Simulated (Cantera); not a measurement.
Input: 1 mol Ta(OEt)5, 0.14 mol O2, 4.4 mol CO2, equilibrated at 4.30 Pa.

Method: chemical equilibrium by Gibbs-energy minimisation in Cantera with the NASA 1993 tables (ideal gas, pure condensed phases). Candidate condensed phases: C, C6H6, C7H8, C8H18, H2O, Ta, TaC, Ta2O5; 113 gas species. The feed counts by its element totals alone. Mutual solubility and eutectic melting of coexisting phases are not modelled. TaC: taken at fixed stoichiometry. Condensed phases not in the tables: Ta2C, N, O or C dissolved in the metal. Kinetics and transport are ignored.

Problem. At 1500 °C, list the 5 most abundant gas species with their mole fractions, and the condensed phases.

Solution. CO 0.522, H2 0.449, H 0.0291, H2O 4.46e-5, CO2 1.40e-5. Condensed: Ta(s) + TaC(s).
